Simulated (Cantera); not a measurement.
Mixture: CH3OH : O2 : N2 = 1 : 0.714 : 2.69 (molar parts), at 5.03 atm, adiabatic and at constant volume. Ignition delay is the time to a rise of 400 K.

Cantera simulation using GRI-Mech 3.0 (53 species, 325 reactions); the numbers are that mechanism's predictions, not measurements. GRI-Mech 3.0 was tuned for natural gas; its chemistry of methanol as a main component is partial and can be far from experiment.

**Question.** What does this change do: pressure from 5.03 atm to 34.5 atm?

**Answer.** 
```json
[
 {"quantity": "delay at 1000 K", "before": "0.119 s", "after": "32.5 ms"},
 {"quantity": "delay at 1100 K", "before": "12.9 ms", "after": "3.45 ms"},
 {"quantity": "delay at 1200 K", "before": "2.03 ms", "after": "0.532 ms"},
 {"quantity": "delay at 1300 K", "before": "0.429 ms", "after": "0.110 ms"},
 {"quantity": "delay at 1400 K", "before": "0.116 ms", "after": "28.9 µs"},
 {"quantity": "delay at 1500 K", "before": "38.4 µs", "after": "9.26 µs"},
 {"quantity": "delay at 1600 K", "before": "15.2 µs", "after": "3.52 µs"},
 {"quantity": "apparent activation energy between 1400 and 1600 K", "before": "190 kJ/mol", "after": "200 kJ/mol"}
]
```
The pressure lies above the range GRI-Mech 3.0 was tuned for (to about 10 atm).

**Question.** What does this change do: N2 2.69 to 5.8 parts?

**Answer.** 
```csv
quantity,before,after
delay at 1000 K,0.119 s,0.142 s
delay at 1100 K,12.9 ms,15.4 ms
delay at 1200 K,2.03 ms,2.42 ms
delay at 1300 K,0.429 ms,0.518 ms
delay at 1400 K,0.116 ms,0.143 ms
delay at 1500 K,38.4 µs,49.0 µs
delay at 1600 K,15.2 µs,20.1 µs
apparent activation energy between 1400 and 1600 K,190 kJ/mol,180 kJ/mol
```
